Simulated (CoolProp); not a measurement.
The fluid at 298.15 K and 0.00691 MPa is compressed adiabatically to 0.0379 MPa with isentropic efficiency 0.75. The same conditions are run with several fluids, on thermodynamics alone (safety and materials aside).

Computed with CoolProp (reference Helmholtz-energy equation of state of each fluid (1,2-dichloroethane: Thol 2015; R141b: Lemmon 2006; R1224YDZ: Akasaka 2023; R245fa: Akasaka 2015; C3F8 (R218): Lemmon 2006)).

Q: Rank 1,2-dichloroethane, R141b, R1224YDZ, R245fa, C3F8 (R218) by work (kJ/kg), highest first.

A: 1,2-dichloroethane (61.6), R141b (51.8), R245fa (44.4), R1224YDZ (40.1), C3F8 (R218) (31.3)

```
fluid               final temperature (K)  final density (kg/m³)
------------------  ---------------------  ---------------------
1,2-dichloroethane                  370.5                   1.23
R141b                               363.4                   1.48
R1224YDZ                            348.8                   1.96
R245fa                              347.7                   1.77
C3F8 (R218)                         336.7                   2.56
```
